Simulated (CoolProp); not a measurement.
Vapour-liquid equilibrium of ethanol (1) + n-heptane (2) at 416.2 K; x and y are mole fractions of (1).

Computed with CoolProp (multi-fluid Helmholtz-energy mixture model, Schroeder 2014 and Span 2003; pair parameters Bell 2016).

```json
[
 {"x": "0.05", "bubble pressure, mixture model (bar)": "4.504", "bubble pressure, Raoult's law (bar)": "3.451", "y, mixture model": "0.291", "y, Raoult's law": "0.119"},
 {"x": "0.125", "bubble pressure, mixture model (bar)": "5.832", "bubble pressure, Raoult's law (bar)": "3.827", "y, mixture model": "0.465", "y, Raoult's law": "0.268"},
 {"x": "0.2", "bubble pressure, mixture model (bar)": "(withheld)", "bubble pressure, Raoult's law (bar)": "4.202", "y, mixture model": "0.544", "y, Raoult's law": "0.391"},
 {"x": "0.275", "bubble pressure, mixture model (bar)": "7.182", "bubble pressure, Raoult's law (bar)": "4.578", "y, mixture model": "(withheld)", "y, Raoult's law": "0.493"},
 {"x": "0.35", "bubble pressure, mixture model (bar)": "7.533", "bubble pressure, Raoult's law (bar)": "4.953", "y, mixture model": "0.622", "y, Raoult's law": "0.580"},
 {"x": "0.425", "bubble pressure, mixture model (bar)": "7.788", "bubble pressure, Raoult's law (bar)": "5.328", "y, mixture model": "0.647", "y, Raoult's law": "0.655"},
 {"x": "0.5", "bubble pressure, mixture model (bar)": "(withheld)", "bubble pressure, Raoult's law (bar)": "5.704", "y, mixture model": "0.671", "y, Raoult's law": "0.719"},
 {"x": "0.575", "bubble pressure, mixture model (bar)": "8.156", "bubble pressure, Raoult's law (bar)": "6.079", "y, mixture model": "0.697", "y, Raoult's law": "0.776"},
 {"x": "0.65", "bubble pressure, mixture model (bar)": "8.293", "bubble pressure, Raoult's law (bar)": "6.455", "y, mixture model": "0.726", "y, Raoult's law": "0.826"},
 {"x": "0.725", "bubble pressure, mixture model (bar)": "8.395", "bubble pressure, Raoult's law (bar)": "6.830", "y, mixture model": "(withheld)", "y, Raoult's law": "0.871"},
 {"x": "0.8", "bubble pressure, mixture model (bar)": "8.449", "bubble pressure, Raoult's law (bar)": "7.205", "y, mixture model": "0.807", "y, Raoult's law": "0.911"},
 {"x": "0.875", "bubble pressure, mixture model (bar)": "8.435", "bubble pressure, Raoult's law (bar)": "7.581", "y, mixture model": "0.865", "y, Raoult's law": "0.947"},
 {"x": "0.95", "bubble pressure, mixture model (bar)": "8.331", "bubble pressure, Raoult's law (bar)": "7.956", "y, mixture model": "0.939", "y, Raoult's law": "0.980"}
]
```

Q: Some entries are withheld; supply them.

A: 
- 0.2, bubble pressure, mixture model (bar): 6.657
- 0.275, y, mixture model: 0.590
- 0.5, bubble pressure, mixture model (bar): 7.989
- 0.725, y, mixture model: 0.762

The largest gap from Raoult's law is +58.4 % in bubble pressure, at x = 0.2. y crosses x between x = 0.8 and 0.875: the model has an azeotrope there.

The pair parameters rest on a limited set of measurements; away from them the model extrapolates. With so large a gap from Raoult's law the liquid may split in two, which this calculation doesn't test in full.
